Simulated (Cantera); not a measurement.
An isothermal, constant-pressure homogeneous reactor starts with N2O : H2O = 1 : 0.097 (molar parts), at 1075 K and 750 Torr.

Model: GRI-Mech 3.0 (53 species, 325 reactions), integrated in Cantera. GRI-Mech 3.0 was tuned for natural gas; its chemistry of N2O as a main component is partial and can be far from experiment. The mechanism lacks the step 2 NO + O2 → 2 NO2, which can matter for NO2 below about 1400 K. The temperature is held fixed by assumption; the heat of reaction is taken as removed at once.

One state of this run: x N2O = 0.390; x H2O = 0.0726; x H2O2 = 3.20e-8; x NO = 0.0137; x O2 = 0.172; x HO2 = 5.23e-8; x H2 = 3.23e-9. x: mole fraction; the columns are a selection and need not sum to one.

Q: Which value of t (s) does it belong to?
A. 1.53e-5
B. 0.836
C. 12.8
D. 3.27

A: C, 12.8
